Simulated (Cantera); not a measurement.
A perfectly stirred reactor is fed with CH₄ : H₂ = 1 : 2.6 (molar parts), at 1.00 bar; it is held at 1548 K, and followed from long to short residence time.

Computed with Cantera and GRI-Mech 3.0 (53 species, 325 reactions). GRI-Mech 3.0 stops at C3 and has no aromatics, soot or wall deposition, so with more carbon than oxygen in the feed, carbon stays in small species such as C2H2 where larger ones or solid carbon would form.

Q: Predict: x(CH₄) at τ = 18.0 s; x(H₂) at τ = 18.0 s; x(CH₂) at τ = 18.0 s; x(H) at τ = 18.0 s; x(C₂H₆) at τ = 18.0 s; x(CH₄) at τ = 71.0 ms; x(H₂) at τ = 71.0 ms; x(CH₂) at τ = 71.0 ms; x(H) at τ = 71.0 ms; x(C₂H₆) at τ = 71.0 ms.

A: 
- x(CH₄) at τ = 18.0 s: 0.100
- x(H₂) at τ = 18.0 s: 0.829
- x(CH₂) at τ = 18.0 s: 2.03e-9
- x(H) at τ = 18.0 s: 2.80e-5
- x(C₂H₆) at τ = 18.0 s: 4.69e-5
- x(CH₄) at τ = 71.0 ms: 0.243
- x(H₂) at τ = 71.0 ms: 0.743
- x(CH₂) at τ = 71.0 ms: 3.13e-9
- x(H) at τ = 71.0 ms: 2.03e-5
- x(C₂H₆) at τ = 71.0 ms: 0.000112
